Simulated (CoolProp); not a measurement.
The fluid at 293.15 K and 1.63 MPa (liquid) is heated at constant pressure to 420.7 K. The same conditions are run with several fluids, on thermodynamics alone (safety and materials aside).

Values from CoolProp's reference Helmholtz-energy equation of state of each fluid (chlorine: Thol 2021; dimethyl carbonate: Zhou 2011; n-perfluorobutane: Gao 2022; fluoroethane (R161): Wu 2012).

```json
[
 {"fluid": "chlorine", "heat (kJ/kg)": "314", "final phase": "gas", "final density (kg/m³)": "35.5"},
 {"fluid": "dimethyl carbonate", "heat (kJ/kg)": "249", "final phase": "liquid", "final density (kg/m³)": "890"},
 {"fluid": "n-perfluorobutane", "heat (kJ/kg)": "199", "final phase": "gas", "final density (kg/m³)": "137"},
 {"fluid": "fluoroethane (R161)", "heat (kJ/kg)": "535", "final phase": "gas", "final density (kg/m³)": "24.4"}
]
```
